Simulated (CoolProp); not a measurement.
Properties of R1336mzz(E) along the isotherm 410 K (Tc = 403.5 K, pc = 2.779 MPa, ω = 0.413).

Values from CoolProp's reference Helmholtz-energy equation of state, Akasaka 2023.

```json
[
 {"p (MPa)": "0.0132", "phase": "gas", "density (kg/m³)": "0.6363", "cp (kJ/(kg K))": "0.9089", "isothermal compressibility (1/MPa)": "75.88"},
 {"p (MPa)": "0.0213", "phase": "gas", "density (kg/m³)": "1.028", "cp (kJ/(kg K))": "0.9093", "isothermal compressibility (1/MPa)": "47.07"},
 {"p (MPa)": "0.0344", "phase": "gas", "density (kg/m³)": "1.662", "cp (kJ/(kg K))": "0.9100", "isothermal compressibility (1/MPa)": "29.19"},
 {"p (MPa)": "0.0556", "phase": "gas", "density (kg/m³)": "2.694", "cp (kJ/(kg K))": "0.9111", "isothermal compressibility (1/MPa)": "18.11"},
 {"p (MPa)": "0.0898", "phase": "gas", "density (kg/m³)": "4.370", "cp (kJ/(kg K))": "0.9129", "isothermal compressibility (1/MPa)": "11.26"},
 {"p (MPa)": "0.145", "phase": "gas", "density (kg/m³)": "7.105", "cp (kJ/(kg K))": "0.9160", "isothermal compressibility (1/MPa)": "7.024"},
 {"p (MPa)": "0.234", "phase": "gas", "density (kg/m³)": "11.60", "cp (kJ/(kg K))": "0.9210", "isothermal compressibility (1/MPa)": "4.404"},
 {"p (MPa)": "0.379", "phase": "gas", "density (kg/m³)": "19.15", "cp (kJ/(kg K))": "0.9300", "isothermal compressibility (1/MPa)": "2.774"},
 {"p (MPa)": "0.612", "phase": "gas", "density (kg/m³)": "31.95", "cp (kJ/(kg K))": "0.9463", "isothermal compressibility (1/MPa)": "1.780"},
 {"p (MPa)": "0.989", "phase": "gas", "density (kg/m³)": "54.75", "cp (kJ/(kg K))": "0.9796", "isothermal compressibility (1/MPa)": "1.177"},
 {"p (MPa)": "1.6", "phase": "gas", "density (kg/m³)": "99.35", "cp (kJ/(kg K))": "1.066", "isothermal compressibility (1/MPa)": "0.8404"},
 {"p (MPa)": "2.58", "phase": "gas", "density (kg/m³)": "217.3", "cp (kJ/(kg K))": "1.579", "isothermal compressibility (1/MPa)": "0.8802"},
 {"p (MPa)": "4.17", "phase": "supercritical", "density (kg/m³)": "818.8", "cp (kJ/(kg K))": "1.792", "isothermal compressibility (1/MPa)": "0.1080"}
]
```
